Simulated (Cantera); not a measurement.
A freely propagating, adiabatic, planar premixed flame of CH4 : C2H6 : C3H8 : O2 : N2 : H2O = 1 : 0.39 : 1.1 : 9.64 : 36.2 : 0.85 (molar parts), equivalence ratio 0.92, unburnt at 400 K and 120000 Pa; mixture-averaged transport, grid criteria slope 0.08 and curve 0.16, no radiation.

Model: GRI-Mech 3.0 (53 species, 325 reactions), integrated in Cantera. GRI-Mech 3.0 was tuned for natural gas; its chemistry of propane as a main component is partial and can be far from experiment. Burning velocities carry a grid error of a few per cent, more on coarse grids.

x: mole fraction of selected species; z is measured from the peak of heat release.

```json
[
 {"z (mm)": "-0.933", "T (K)": "400", "u (m/s)": "0.617", "x CH4": "0.0203", "x C2H6": "0.00793", "x C3H8": "0.0224", "x CH2": "<1e-8", "x HO2": "4.57e-8", "x H2O2": "1.76e-8"},
 {"z (mm)": "-0.622", "T (K)": "401", "u (m/s)": "0.620", "x CH4": "0.0203", "x C2H6": "0.00792", "x C3H8": "0.0223", "x CH2": "<1e-8", "x HO2": "6.27e-7", "x H2O2": "2.42e-7"},
 {"z (mm)": "-0.467", "T (K)": "406", "u (m/s)": "0.628", "x CH4": "0.0202", "x C2H6": "0.00790", "x C3H8": "0.0223", "x CH2": "<1e-8", "x HO2": "3.06e-6", "x H2O2": "1.16e-6"},
 {"z (mm)": "-0.311", "T (K)": "___", "u (m/s)": "0.696", "x CH4": "0.0196", "x C2H6": "0.00779", "x C3H8": "0.0221", "x CH2": "<1e-8", "x HO2": "2.76e-5", "x H2O2": "8.56e-6"},
 {"z (mm)": "-0.156", "T (K)": "___", "u (m/s)": "1.27", "x CH4": "0.0157", "x C2H6": "0.00634", "x C3H8": "0.0175", "x CH2": "4.25e-8", "x HO2": "0.000191", "x H2O2": "3.60e-5"},
 {"z (mm)": "-0.0778", "T (K)": "___", "u (m/s)": "1.97", "x CH4": "0.0108", "x C2H6": "0.00356", "x C3H8": "0.00732", "x CH2": "3.50e-6", "x HO2": "0.000259", "x H2O2": "3.16e-5"},
 {"z (mm)": "0", "T (K)": "___", "u (m/s)": "2.66", "x CH4": "0.00375", "x C2H6": "0.000319", "x C3H8": "0.000279", "x CH2": "3.71e-5", "x HO2": "0.000175", "x H2O2": "2.54e-6"},
 {"z (mm)": "0.0778", "T (K)": "1793", "u (m/s)": "2.95", "x CH4": "0.000370", "x C2H6": "1.19e-6", "x C3H8": "2.12e-7", "x CH2": "1.20e-5", "x HO2": "2.82e-5", "x H2O2": "5.57e-7"},
 {"z (mm)": "0.156", "T (K)": "1852", "u (m/s)": "3.03", "x CH4": "1.75e-5", "x C2H6": "<1e-8", "x C3H8": "<1e-8", "x CH2": "6.45e-7", "x HO2": "1.28e-5", "x H2O2": "4.66e-7"},
 {"z (mm)": "0.311", "T (K)": "1922", "u (m/s)": "3.12", "x CH4": "4.42e-8", "x C2H6": "<1e-8", "x C3H8": "<1e-8", "x CH2": "<1e-8", "x HO2": "9.03e-6", "x H2O2": "3.66e-7"},
 {"z (mm)": "0.622", "T (K)": "2005", "u (m/s)": "3.24", "x CH4": "<1e-8", "x C2H6": "<1e-8", "x C3H8": "<1e-8", "x CH2": "<1e-8", "x HO2": "6.16e-6", "x H2O2": "2.58e-7"},
 {"z (mm)": "1.24", "T (K)": "2087", "u (m/s)": "3.35", "x CH4": "<1e-8", "x C2H6": "<1e-8", "x C3H8": "<1e-8", "x CH2": "<1e-8", "x HO2": "3.86e-6", "x H2O2": "1.77e-7"},
 {"z (mm)": "2.49", "T (K)": "2157", "u (m/s)": "3.45", "x CH4": "<1e-8", "x C2H6": "<1e-8", "x C3H8": "<1e-8", "x CH2": "<1e-8", "x HO2": "2.37e-6", "x H2O2": "1.25e-7"}
]
```

Q: Complete the blanks.

A: 
- -0.311, T (K): 448
- -0.156, T (K): 801
- -0.0778, T (K): 1214
- 0, T (K): 1619
